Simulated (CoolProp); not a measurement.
Properties of nitrogen at several states.

Computed with CoolProp (reference Helmholtz-energy equation of state, Span 2000).

| T (°C) | p (bar) | phase | cv (kJ/(kg K)) | fugacity coefficient |
|---|---|---|---|---|
| 692.25 | 0.222 | gas | … | 1.000 |
| 403.15 | 30.4 | gas | 0.7970 | 1.013 |
| -147.45 | 1.63 | gas | … | 0.9839 |
| -157.05 | 2.41 | gas | 0.7549 | … |

Question: What belongs in the gaps?

Answer: 
- 692.25, cv (kJ/(kg K)): 0.8632
- -147.45, cv (kJ/(kg K)): 0.7484
- -157.05, fugacity coefficient: 0.9700
